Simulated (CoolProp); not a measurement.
Computed with CoolProp (reference Helmholtz-energy equation of state, Lemmon 2006). It is a short technical equation, of lower accuracy than the large ones.

Task: For toluene, give the phase and the Z, cp (kJ/(kg K)), viscosity (µPa s), Prandtl number at 281 K and 0.169 bar.

Result: 
- 281 K and 0.169 bar: liquid; Z 0.000759, cp 1.65, viscosity 688, Prandtl number 8.40

Viscosity comes from a separate model (Avgeri 2015). Thermal conductivity comes from a separate model (Assael 2012).
